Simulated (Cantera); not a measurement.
A diamond (100) surface in a fixed gas of H2 with x(CH4) = 0.0025, x(H) = 0.0005, x(CH3) = 0.00015, 55.5 Torr; coverages are run to steady state.

Model: the Harris–Goodwin 1993 mechanism for the reconstructed diamond (100) surface, integrated in Cantera.

θ: site fractions in the mechanism's names (c6HH fully hydrogenated, c6H* and c6*H radical sites, c6** diradical, c6HM methylated).

```json
[
 {"T (K)": "925", "growth (µm/h)": "2.93", "θ c6HH": "0.531", "θ c6H*": "0.00957", "θ c6*H": "0.246", "θ c6**": "0.00372", "θ c6HM": "0.165"},
 {"T (K)": "975", "growth (µm/h)": "3.58", "θ c6HH": "0.523", "θ c6H*": "(withheld)", "θ c6*H": "(withheld)", "θ c6**": "(withheld)", "θ c6HM": "(withheld)"},
 {"T (K)": "1025", "growth (µm/h)": "3.63", "θ c6HH": "0.519", "θ c6H*": "0.0178", "θ c6*H": "0.341", "θ c6**": "0.00799", "θ c6HM": "0.0811"},
 {"T (K)": "1075", "growth (µm/h)": "2.79", "θ c6HH": "0.517", "θ c6H*": "0.0231", "θ c6*H": "0.388", "θ c6**": "0.0108", "θ c6HM": "0.0407"},
 {"T (K)": "1125", "growth (µm/h)": "1.74", "θ c6HH": "0.507", "θ c6H*": "0.0284", "θ c6*H": "0.425", "θ c6**": "0.0135", "θ c6HM": "0.0159"},
 {"T (K)": "1175", "growth (µm/h)": "(withheld)", "θ c6HH": "0.492", "θ c6H*": "(withheld)", "θ c6*H": "0.448", "θ c6**": "(withheld)", "θ c6HM": "(withheld)"},
 {"T (K)": "1225", "growth (µm/h)": "0.810", "θ c6HH": "0.479", "θ c6H*": "0.0378", "θ c6*H": "0.461", "θ c6**": "0.0176", "θ c6HM": "0.00185"},
 {"T (K)": "1275", "growth (µm/h)": "0.701", "θ c6HH": "0.470", "θ c6H*": "0.0418", "θ c6*H": "0.466", "θ c6**": "0.0188", "θ c6HM": "0.000632"},
 {"T (K)": "1325", "growth (µm/h)": "0.591", "θ c6HH": "0.467", "θ c6H*": "0.0454", "θ c6*H": "0.466", "θ c6**": "0.0196", "θ c6HM": "0.000220"},
 {"T (K)": "1375", "growth (µm/h)": "0.408", "θ c6HH": "0.469", "θ c6H*": "0.0486", "θ c6*H": "0.461", "θ c6**": "0.0199", "θ c6HM": "7.91e-5"}
]
```

### Question
Fill in the missing entries.

### Answer

- 975, θ c6H*: 0.0133
- 975, θ c6*H: 0.292
- 975, θ c6**: 0.00559
- 975, θ c6HM: 0.125
- 1175, growth (µm/h): 1.09
- 1175, θ c6H*: 0.0333
- 1175, θ c6**: 0.0158
- 1175, θ c6HM: 0.00549
